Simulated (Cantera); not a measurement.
Mixture: 15.9 % CH₄, 17.6 % O₂, 66.5 % N₂, equivalence ratio 1.8, at 1000000 Pa, adiabatic and at constant pressure. Ignition delay is the time to a rise of 400 K.

Cantera simulation using GRI-Mech 3.0 (53 species, 325 reactions); the numbers are that mechanism's predictions, not measurements.

Q: Predict: delay at 1200 K; delay at 1300 K; delay at 1400 K; delay at 1500 K; delay at 1600 K; delay at 1700 K; apparent activation energy between 1500 and 1700 K.

A: 
| Property | Result |
|---|---|
| delay at 1200 K | 6.49 ms |
| delay at 1300 K | 2.00 ms |
| delay at 1400 K | 0.676 ms |
| delay at 1500 K | 0.246 ms |
| delay at 1600 K | 95.7 µs |
| delay at 1700 K | 40.1 µs |
| apparent activation energy between 1500 and 1700 K | 190 kJ/mol |
